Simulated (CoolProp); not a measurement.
The fluid at 261.44 K and 0.015 MPa is compressed adiabatically to 0.0259 MPa with isentropic efficiency 1. The same conditions are run with several fluids, on thermodynamics alone (safety and materials aside).

Model: reference Helmholtz-energy equation of state of each fluid (n-butane: Bücker 2006; hydrogen chloride: Thol 2018; R21: Platzer 1990; C2F6 (R116): Lemmon 2006; R245fa: Akasaka 2015), in CoolProp. The equations of Platzer and Polt are older, rougher fits.

| fluid | work (kJ/kg) | final temperature (K) | final density (kg/m³) |
|---|---|---|---|
| n-butane | 20.8 | 275.0 | 0.665 |
| hydrogen chloride | 35.2 | 305.5 | 0.372 |
| R21 | 11.9 | 282.8 | 1.14 |
| C2F6 (R116) | 8.78 | 273.7 | 1.58 |
| R245fa | 8.95 | 273.0 | 1.55 |
